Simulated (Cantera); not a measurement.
Feed: 1 mol Fe(CO)₅, 0.11 mol O₂, 16 mol N₂, at 1525 K and 1.60 mbar.

Equilibrium computed with Cantera from the NASA thermochemical tables; the gas is ideal and each condensed phase is pure. Candidate condensed phases: C, Fe, Fe(CO)₅, FeO, Fe₂O₃, Fe₃O₄; 27 gas species. Kinetics and transport are ignored.

Base state: N₂ 0.762, CO 0.228, CO₂ 0.0105, Fe 0.000158 (mole fractions); condensed: Fe(γ).

Task: What changes in the equilibrium state with this change: O₂ from 0.11 to 0.17 mol?

Result: 
| species | before | after |
|---|---|---|
| N₂ | 0.762 | 0.762 |
| CO | 0.228 | 0.222 |
| CO₂ | 0.0105 | 0.0162 |
| Fe | 0.000158 | 0.000158 |
| Fe(γ), mol | 0.997 | 0.997 |

Task: What changes in the equilibrium state with this change: Fe(CO)₅ replaced by Hg?

Result: 
```json
[
 {"species": "N₂", "before": "0.762", "after": "0.935"},
 {"species": "Hg", "before": "0", "after": "0.0584"},
 {"species": "O₂", "before": "<1e-9", "after": "0.00629"},
 {"species": "CO", "before": "0.228", "after": "0"},
 {"species": "CO₂", "before": "0.0105", "after": "0"},
 {"species": "Fe", "before": "0.000158", "after": "0"},
 {"species": "NO", "before": "2.41e-8", "after": "0.000260"},
 {"species": "O", "before": "1.15e-9", "after": "1.12e-5"},
 {"species": "Fe(γ), mol", "before": "0.997", "after": "0"}
]
```
Further candidate phases: Hg, HgO.
